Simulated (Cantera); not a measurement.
Feed: 1 mol Fe, 0.73 mol NH3, 16 mol H2, at 0.980 bar.

Equilibrium computed with Cantera from the NASA thermochemical tables; the gas is ideal and each condensed phase is pure. Candidate condensed phases: Fe; 10 gas species. The numbers say what is thermodynamically allowed, not how fast it happens.

log p: log10 of the partial pressure in bar; n: condensed amount in mol.

| T (K) | log p H2 | log p N2 | log p H | log p NH3 | log p Fe | n Fe(γ) | n Fe(δ) |
|---|---|---|---|---|---|---|---|
| 1448 | -0.02 | -1.69 | -5.04 | -5.01 | -7.32 | 1.000 | 0 |
| 1473 | -0.02 | -1.69 | -4.91 | -5.04 | -7.08 | 1.000 | 0 |
| 1498 | -0.02 | -1.69 | -4.77 | -5.08 | -6.84 | 1.000 | 0 |
| 1523 | -0.02 | -1.69 | -4.65 | -5.11 | -6.61 | 1.000 | 0 |
| 1548 | -0.02 | -1.69 | … | -5.14 | … | 1.000 | 0 |
| 1573 | -0.02 | -1.69 | -4.40 | -5.17 | -6.18 | 1.000 | 0 |
| 1598 | -0.02 | -1.69 | -4.28 | -5.20 | -5.98 | 1.000 | 0 |
| 1623 | -0.02 | -1.69 | -4.17 | -5.23 | -5.78 | 1.000 | 0 |
| 1648 | -0.02 | -1.69 | -4.06 | -5.26 | -5.58 | 1.000 | 0 |
| 1673 | -0.02 | -1.69 | … | -5.28 | … | 0 | 1.000 |
| 1698 | -0.02 | -1.69 | -3.85 | -5.31 | -5.22 | 0 | 1.000 |

Complete the blanks.


- 1548, log p H: -4.52
- 1548, log p Fe: -6.39
- 1673, log p H: -3.95
- 1673, log p Fe: -5.40
